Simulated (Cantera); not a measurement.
A closed system holds: 1 mol Si, 4 mol HCl, 5.6 mol H₂, equilibrated at 798 K and 0.210 bar.

Method: chemical equilibrium by Gibbs-energy minimisation in Cantera with the NASA 1993 tables (ideal gas, pure condensed phases). Candidate condensed phases: Si; 19 gas species. The tables' values for SiCl₃ are old estimates; treat these amounts as uncertain. Rates play no part.

Base state: H₂ 0.875, SiCl₄ 0.107, HCl 0.00916, SiHCl₃ 0.00902, SiH₂Cl₂ 6.11e-5, SiCl₃ 1.40e-5 (mole fractions); condensed: gas only.

Problem. What changes in the equilibrium state with this change: temperature from 798 K to 1723.15 K?

Solution. 
| species | before | after |
|---|---|---|
| H₂ | 0.875 | 0.696 |
| HCl | 0.00916 | 0.199 |
| SiCl₂ | 2.07e-7 | 0.0952 |
| SiCl₄ | 0.107 | 0.00110 |
| H | <1e-9 | 0.000332 |
| Cl | <1e-9 | 7.36e-5 |
The tables' values for SiCl₃, SiCl are old estimates; treat these amounts as uncertain.
